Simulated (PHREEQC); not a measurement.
Consider water at 20 °C with 0.0097 mol/kgw HF, 0.00011 mol/kgw CsF and 0.0018 mol/kgw H4SiO4. Closed to the air; pH follows from the charge balance.

Equilibrium calculation in PHREEQC: ion-association model, wateq4f.dat.

No solid was allowed to form.

Estimate the pH.

pH 2.56.

In which forms is F present?

SiF6-2 76 %, HF 18 %, F- 5.3 % of the F.

The solution is supersaturated, for example in Quartz (slow to form), Chalcedony (slow to form), so a real one may precipitate; this is no full list. SiF6-2 is the database's only silicon fluoride.
